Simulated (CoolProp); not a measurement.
Aqueous ethanol as a coolant, 50 % by mass, freezing at -37.6 °C, 1 atm.

The numbers come from the Melinder's fits for secondary coolants in CoolProp.

```tsv
T (°C)	density (kg/m³)	Prandtl number	conductivity (W/(m K))	viscosity (mPa s)
-11.2	938.2	___	0.309	11.8
-6.5	934.5	104	___	9.10
-1.9	___	83.5	0.312	7.20
2.8	927.2	67.5	0.313	5.76
7.5	923.5	55.3	0.314	4.68
12.1	919.9	46.1	0.315	3.87
16.8	916.1	38.6	0.316	3.22
21.5	912.4	32.7	0.318	___
26.2	908.6	27.9	0.319	2.30
30.8	904.9	24.0	0.320	1.97
35.5	901.1	___	___	1.69
```

Problem. What belongs in the gaps?

Solution. 
- -11.2, Prandtl number: 133
- -6.5, conductivity (W/(m K)): 0.310
- -1.9, density (kg/m³): 930.9
- 21.5, viscosity (mPa s): 2.71
- 35.5, Prandtl number: 20.7
- 35.5, conductivity (W/(m K)): 0.321
